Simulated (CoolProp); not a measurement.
Vapour-liquid equilibrium of toluene (1) + m-xylene (2) at 370.2 K; x and y are mole fractions of (1).

Computed with CoolProp (multi-fluid Helmholtz-energy mixture model, Lemmon 2006 and Zhou 2012; pair parameters Bell 2016).

| x | bubble pressure, mixture model (MPa) | bubble pressure, Raoult's law (MPa) | y, mixture model | y, Raoult's law |
|---|---|---|---|---|
| 0.05 | 0.03033 | 0.03017 | 0.116 | 0.112 |
| 0.2 | 0.03694 | 0.03612 | [?] | 0.376 |
| 0.35 | [?] | 0.04206 | [?] | 0.564 |
| 0.5 | 0.04972 | 0.04801 | 0.709 | 0.706 |
| 0.65 | [?] | 0.05396 | 0.812 | 0.817 |
| 0.8 | [?] | 0.05991 | [?] | 0.906 |
| 0.95 | [?] | 0.06585 | [?] | 0.979 |

Task: Fill in the missing entries.

Result: 
- 0.2, y, mixture model: 0.387
- 0.35, bubble pressure, mixture model (MPa): 0.04350
- 0.35, y, mixture model: 0.575
- 0.65, bubble pressure, mixture model (MPa): 0.05552
- 0.8, bubble pressure, mixture model (MPa): 0.06094
- 0.8, y, mixture model: 0.897
- 0.95, bubble pressure, mixture model (MPa): 0.06613
- 0.95, y, mixture model: 0.974

The largest gap from Raoult's law is +3.6 % in bubble pressure, at x = 0.5. No azeotrope shows between x = 0.05 and 0.95.

The pair parameters rest on a limited set of measurements; away from them the model extrapolates.
